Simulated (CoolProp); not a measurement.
The numbers come from the reference Helmholtz-energy equation of state, Lemmon 2006 in CoolProp. It is a short technical equation, of lower accuracy than the large ones.

Task: Give the vapour pressure (MPa), liquid cp (kJ/(kg K)), liquid conductivity (mW/(m K)) of saturated C3F8 (R218) at -5.65, 1.95 °C.

Result: 
```tsv
T (°C)	p (MPa)	liquid cp (kJ/(kg K))	liquid conductivity (mW/(m K))
-5.65	0.344	1.06	53.5
1.95	0.441	1.08	51.4
```

Thermal conductivity comes from a separate model (Huber 2003), an estimate that may be off by 10 % or more.
